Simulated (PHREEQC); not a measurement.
Dissolve 0.099 mol/kgw HF, 0.039 mol/kgw H2SiF6, 0.046 mol/kgw HBF4 and 0.002 mol/kgw HNO3 at 70 °C. Closed to the air; pH follows from the charge balance.

Model: ion-association model, phreeqc.dat, run in PHREEQC.

This is a speciation only: nothing precipitates in the calculation.

What pH does the model give?

pH 1.00.

In which forms is F present?

SiF6-2 45 %, BF4- 35 %, HF 19 % of the F.

Constants without temperature data keep their 25 °C values here. SiF6-2 is the database's only silicon fluoride. Real BF4- forms and hydrolyses slowly; the run takes it at equilibrium.
